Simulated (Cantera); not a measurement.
A diamond (100) surface in a fixed gas of H2 with x(CH4) = 0.023, x(H) = 0.035, at 925 K, 0.128 atm; coverages are run to steady state.

Cantera simulation using the Harris–Goodwin 1993 mechanism for the reconstructed diamond (100) surface; the numbers are that mechanism's predictions, not measurements.

θ: site fractions in the mechanism's names (c6HH fully hydrogenated, c6H* and c6*H radical sites, c6** diradical, c6HM methylated).

```
x(CH3)   growth (µm/h)  θ c6HH  θ c6H*  θ c6*H   θ c6**    θ c6HM
-------  -------------  ------  ------  ------  -------  --------
1e-06           0.0475   0.667  0.0131   0.314  0.00558   2.17e-5
2.5e-06            [?]   0.667  0.0131   0.314  0.00558       [?]
6.2e-06            [?]   0.667  0.0131   0.314  0.00558       [?]
1.5e-05          0.713   0.667  0.0131   0.314  0.00558  0.000325
3.8e-05           1.80   0.667  0.0131   0.314  0.00557  0.000823
9.5e-05           4.50   0.666  0.0131   0.313  0.00556   0.00205
0.00024           11.3   0.663  0.0130   0.312  0.00553   0.00516
0.00059           27.6   0.657  0.0129   0.309  0.00547    0.0126
0.0015            68.2   0.641  0.0126   0.301  0.00530    0.0311
```

Task: Fill in the missing entries.

Result: 
- 2.5e-06, growth (µm/h): 0.119
- 2.5e-06, θ c6HM: 5.42e-5
- 6.2e-06, growth (µm/h): 0.295
- 6.2e-06, θ c6HM: 0.000134
